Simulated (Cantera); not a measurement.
Feed: 1 mol CH3OH, 0.45 mol CO2, 33 mol N2, equilibrated at 16.0 bar.

These are equilibrium values from Cantera (NASA tables, ideal gas, pure condensed phases), not measurements of a reactor. Candidate condensed phases: C, C6H6, C7H8, C8H18, H2O; 136 gas species. Equilibrium is a limit: real reactors are often held back by kinetics, nucleation or transport. All values below are at 1625 K.

Base state: N2 0.905, H2 0.0451, CO 0.0372, H2O 0.00976, CO2 0.00259 (mole fractions); condensed: gas only.

Question: What changes in the equilibrium state with this change: CH3OH replaced by C2H5OH?

Answer: 
```json
[
 {"species": "N2", "before": "0.905", "after": "0.871"},
 {"species": "H2", "before": "0.0451", "after": "0.0785"},
 {"species": "CO", "before": "0.0372", "after": "0.0501"},
 {"species": "CH4", "before": "9.85e-8", "after": "0.000145"},
 {"species": "HCN", "before": "9.91e-7", "after": "0.000623"},
 {"species": "C(graphite), mol", "before": "0", "after": "0.522"}
]
```

Question: What changes in the equilibrium state with this change: CH3OH replaced by C2H4?

Answer: 
```
species            before     after
----------------  -------  --------
N2                  0.905     0.919
H2                 0.0451    0.0553
CO                 0.0372    0.0251
CO2               0.00259   2.42e-6
CH4               9.85e-8   7.19e-5
H2O               0.00976   1.66e-5
HCN               9.91e-7  0.000537
HNC               2.43e-8   1.32e-5
C(graphite), mol        0      1.53
```
